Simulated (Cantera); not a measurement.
# CuF2 + O2 + N2 (halide evaporation, hydrolysis and transport)

Charge: 1 mol CuF2, 0.45 mol O2, 20 mol N2, held at 51.0 mbar.

Equilibrium computed with Cantera from the NASA thermochemical tables; the gas is ideal and each condensed phase is pure. Candidate condensed phases: Cu, CuF2, CuO, Cu2O; 22 gas species. Rates play no part.

```
T (°C)   x N2    x CuF2    x O2     x CuF       x F  n CuF2(s)  n CuF2(l)
------  -----  --------  ------  --------  --------  ---------  ---------
525     0.978   9.60e-8  0.0220  2.35e-11  2.16e-11      1.000          0
600     0.978   2.72e-6  0.0220   1.06e-9   1.06e-9      1.000          0
675     0.978   4.41e-5  0.0220   2.66e-8   2.66e-8      0.999          0
750     0.978  0.000466  0.0220   4.13e-7   4.13e-7      0.990          0
825     0.975   0.00349  0.0219   4.37e-6   4.37e-6      0.928          0
900     0.964    0.0143  0.0217   2.87e-5   2.87e-5          0      0.703
975     0.933    0.0459  0.0209  0.000145  0.000145          0     0.0123
1050    0.932    0.0462  0.0209  0.000366  0.000366          0          0
1125    0.932    0.0458  0.0208  0.000829  0.000829          0          0
```
x: gas mole fraction; n: condensed amount in mol.

From 525 °C to 825 °C the condensed part is CuF2(s). From 900 °C to 975 °C the condensed part is CuF2(l). From 1050 °C to 1125 °C nothing is condensed. The main Cu-bearing gas is CuF2 throughout.
